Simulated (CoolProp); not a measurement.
Vapour pressure (MPa) of toluene: the reference equation beside estimates from Tc = 591.7 K, pc = 4.126 MPa, ω = 0.266.

The numbers come from the reference Helmholtz-energy equation of state, Lemmon 2006 in CoolProp. It is a short technical equation, of lower accuracy than the large ones.

```tsv
T (K)	reference	van der Waals	Soave-Redlich-Kwong
349.2	0.03385	0.3255	0.03313
357.9	[?]	[?]	0.04483
366.6	0.06062	0.4302	0.05966
375.4	0.07945	0.4909	0.07842
384.1	0.1023	0.5563	0.1013
392.8	[?]	0.6273	0.1292
401.5	0.1635	0.7041	0.1628
410.2	0.2031	0.7868	0.2028
418.9	0.2498	0.8757	0.2500
```

Task: Fill in the missing entries.

Result: 
- 357.9, reference: 0.04568
- 357.9, van der Waals: 0.3753
- 392.8, reference: 0.1301

Absolute difference from the reference over all 9 rows, mean and median: van der Waals 489.5 and 443.8 %, Soave-Redlich-Kwong 1.0 and 1.0 %.
